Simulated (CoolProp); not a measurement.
Normal hydrogen along the isotherm -242.65 °C: density (kg/m³) from the reference equation and from simpler models built on Tc = -240.0 °C, pc = 1.296 MPa, ω = -0.219; each cubic takes its own stable root.

Model: reference Helmholtz-energy equation of state, Leachman 2009, in CoolProp.

| p (MPa) | phase | reference |
|---|---|---|
| 0.041 | gas | 0.3302 |
| 0.0933 | gas | 0.7643 |
| 0.212 | gas | 1.811 |
| 0.483 | gas | 4.645 |
| 1.1 | liquid | 54.89 |
| 2.5 | liquid | 60.73 |
| 5.7 | liquid | 67.10 |
| 13 | liquid | 74.78 |

Problem. How far does each simpler model (van der Waals, Redlich-Kwong, Soave-Redlich-Kwong) lie from the reference over these 8 states: mean and median of the absolute difference, and the worst?

Solution. 
- van der Waals: mean 11.0 %, median 10.9 %, worst -23.6 % at -242.65 °C and 1.1 MPa
- Redlich-Kwong: mean 2.5 %, median 1.8 %, worst +6.3 % at -242.65 °C and 13 MPa
- Soave-Redlich-Kwong: mean 1.9 %, median 0.6 %, worst +5.5 % at -242.65 °C and 13 MPa
